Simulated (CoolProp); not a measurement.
Properties of dodecamethylpentasiloxane (MD3M) along the isotherm 620 K (Tc = 628.0 K, pc = 0.9540 MPa, ω = 0.730).

Model: reference Helmholtz-energy equation of state, Thol 2019, in CoolProp.

```
p (MPa)   phase  density (kg/m³)  cv (kJ/(kg K))  Joule-Thomson coefficient (K/MPa)
-------  ------  ---------------  --------------  ---------------------------------
0.0894      gas            6.931           2.086                              11.40
0.179       gas            14.46           2.091                              12.18
0.268       gas            22.66           2.097                              13.13
0.358       gas            31.88           2.104                              14.32
0.447       gas            42.19           2.112                              15.84
0.537       gas            54.32           2.121                              17.94
0.626       gas            68.84           2.132                              21.00
0.715       gas            87.77           2.147                              26.18
0.805       gas            117.8           2.171                              38.57
0.894    liquid            417.4           2.174                              8.227
0.984    liquid            434.3           2.166                              5.361
1.07     liquid            445.2           2.160                              4.126
1.16     liquid            454.1           2.156                              3.358
1.25     liquid            461.4           2.153                              2.844
1.34     liquid            467.6           2.150                              2.471
1.43     liquid            473.1           2.148                              2.187
```
